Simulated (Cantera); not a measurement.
A Cantera script and what it prints.

```python
import numpy as np
import cantera as ct

gas_names = """
    CL CLO CL2 Fe FeCL FeCL2 FeCL3 FeO Fe(OH)2 Fe2CL4 Fe2CL6 H HCL HOCL HO2 H2 H2O H2O2 O OH O2 O3
""".split()
cond_names = """
    Fe(a) Fe(c) Fe(d) Fe(L) FeCL2(s) FeCL2(L) FeCL3(s) FeCL3(L) FeO(s) FeO(L) Fe(OH)2(s) Fe(OH)3(s)
    Fe2O3(s) Fe3O4(s) H2O(s) H2O(L)
""".split()


# ... load() reads the species with a 1 bar reference pressure and builds the phases ...
atoms = {
    'Fe': {'Fe': 1},
    'HCl': {'H': 1, 'CL': 1},
    'O2': {'O': 2},
}
top_T = {'Fe2O3(s)': 1830, 'Fe3O4(s)': 1870}  # K; cautious upper limits of use, not melting points


# ... equilibrate(T, P, feed) seeds the gas with the atoms and calls Mixture.equilibrate('TP', solver="vcs", rtol=1e-11, max_steps=5000) ...
results = []
feed = {'Fe': 1, 'HCl': 2.6, 'O2': 0.063}  # mol
P = 950000  # Pa
for T in [948, 1023, 1098, 1173, 1248, 1323, 1398, 1473, 1548, 1623, 1698, 1773]:
    mix = equilibrate(T, P, feed)
    results.append((T, P, feed, dict(zip(mix.species_names, mix.species_moles))))
    x = sorted(zip(gas.X, gas.species_names), reverse=True)
    print(f"T = {T:g} K  P = {P:g} Pa  gas = {mix.phase_moles(0):.4g} mol")
    print("   x: " + "  ".join(f"{s} {v:.3e}" for v, s in x if v > 1e-06))
    print("   condensed (mol): " + ("  ".join(f"{mix.phase(i).name} {mix.phase_moles(i):.4g}"
          for i in range(1, mix.n_phases) if mix.phase_moles(i) > 1e-12) or "none"))
```

It prints:

```
T = 948 K  P = 950000 Pa  gas = 1.602 mol
   x: H2 5.457e-01  HCL 3.746e-01  H2O 7.867e-02  FeCL2 8.218e-04  Fe2CL4 1.880e-04  FeCL3 2.183e-06
   condensed (mol): FeCL2(s) 0.9981
T = 1023 K  P = 950000 Pa  gas = 1.606 mol
   x: H2 5.442e-01  HCL 3.736e-01  H2O 7.845e-02  FeCL2 3.113e-03  Fe2CL4 7.130e-04  FeCL3 7.107e-06
   condensed (mol): FeCL2(L) 0.9927
T = 1098 K  P = 950000 Pa  gas = 1.619 mol
   x: H2 5.399e-01  HCL 3.706e-01  H2O 7.783e-02  FeCL2 9.505e-03  Fe2CL4 2.116e-03  FeCL3 1.903e-05
   condensed (mol): FeCL2(L) 0.9777
T = 1173 K  P = 950000 Pa  gas = 1.649 mol
   x: H2 5.299e-01  HCL 3.637e-01  H2O 7.639e-02  FeCL2 2.464e-02  Fe2CL4 5.265e-03  FeCL3 4.379e-05
   condensed (mol): FeCL2(L) 0.9419
T = 1248 K  P = 950000 Pa  gas = 1.716 mol
   x: H2 5.095e-01  HCL 3.496e-01  H2O 7.344e-02  FeCL2 5.596e-02  Fe2CL4 1.136e-02  FeCL3 8.863e-05
   condensed (mol): FeCL2(L) 0.8649
T = 1323 K  P = 950000 Pa  gas = 1.852 mol
   x: H2 4.721e-01  HCL 3.239e-01  FeCL2 1.140e-01  H2O 6.805e-02  Fe2CL4 2.183e-02  FeCL3 1.598e-04
   condensed (mol): FeCL2(L) 0.7079
T = 1398 K  P = 950000 Pa  gas = 2.255 mol
   x: H2 3.476e-01  HCL 3.460e-01  FeCL2 2.120e-01  H2O 5.588e-02  Fe2CL4 3.812e-02  FeCL3 3.436e-04
   condensed (mol): Fe(c) 0.0905  FeCL2(L) 0.2587
T = 1473 K  P = 950000 Pa  gas = 2.511 mol
   x: HCL 3.396e-01  H2 2.977e-01  FeCL2 2.768e-01  H2O 5.018e-02  Fe2CL4 3.522e-02  FeCL3 4.454e-04  H 2.240e-06  CL 2.071e-06
   condensed (mol): Fe(c) 0.127
T = 1548 K  P = 950000 Pa  gas = 2.539 mol
   x: HCL 3.301e-01  FeCL2 2.989e-01  H2 2.973e-01  H2O 4.962e-02  Fe2CL4 2.367e-02  FeCL3 4.409e-04  H 5.447e-06  CL 4.831e-06
   condensed (mol): Fe(c) 0.1197
T = 1623 K  P = 950000 Pa  gas = 2.559 mol
   x: HCL 3.204e-01  FeCL2 3.153e-01  H2 2.986e-01  H2O 4.924e-02  Fe2CL4 1.599e-02  FeCL3 4.268e-04  H 1.225e-05  CL 1.036e-05
   condensed (mol): Fe(c) 0.1105
T = 1698 K  P = 950000 Pa  gas = 2.571 mol
   x: FeCL2 3.274e-01  HCL 3.112e-01  H2 3.010e-01  H2O 4.900e-02  Fe2CL4 1.096e-02  FeCL3 4.083e-04  H 2.574e-05  CL 2.070e-05  Fe(OH)2 1.331e-06
   condensed (mol): Fe(d) 0.1007
T = 1773 K  P = 950000 Pa  gas = 2.58 mol
   x: FeCL2 3.366e-01  H2 3.036e-01  HCL 3.028e-01  H2O 4.884e-02  Fe2CL4 7.662e-03  FeCL3 3.888e-04  H 5.086e-05  CL 3.899e-05  FeCL 2.215e-06  Fe(OH)2 2.116e-06  Fe 2.081e-06
   condensed (mol): Fe(d) 0.09118
```

Cantera equilibrium calculation (NASA polynomials, part measured and part estimated; ideal gas, pure solids and liquids). Mutual solubility and eutectic melting of coexisting phases are not modelled.
